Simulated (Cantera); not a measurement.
A perfectly stirred reactor is fed with H2 : O2 = 0.1 : 1 (molar parts), at 3.23 Torr; it is held at 1175 K, and followed from long to short residence time.

Model: the H2/O2 subset of GRI-Mech 3.0, which has no nitrogen chemistry, integrated in Cantera. Radical loss at walls, strong at low pressure, is not modelled. The temperature is held fixed by assumption; the heat of reaction is taken as removed at once.

Question: What does this change do: pressure from 3.23 Torr to 0.825 Torr?

Answer: 
| quantity | before | after |
|---|---|---|
| x(H2) at τ = 28.0 s | 0.000108 | 0.000488 |
| x(O2) at τ = 28.0 s | 0.903 | 0.895 |
| x(H2O2) at τ = 28.0 s | 3.66e-8 | 1.41e-8 |
| x(OH) at τ = 28.0 s | 0.000973 | 0.00231 |
| x(H2O) at τ = 28.0 s | 0.0945 | 0.0922 |
| x(H2) at τ = 0.180 s | 0.00201 | 0.00375 |
| x(O2) at τ = 0.180 s | 0.872 | 0.850 |
| x(H2O2) at τ = 0.180 s | 5.70e-8 | 1.42e-8 |
| x(OH) at τ = 0.180 s | 0.00422 | 0.00551 |
| x(H2O) at τ = 0.180 s | 0.0839 | 0.0737 |
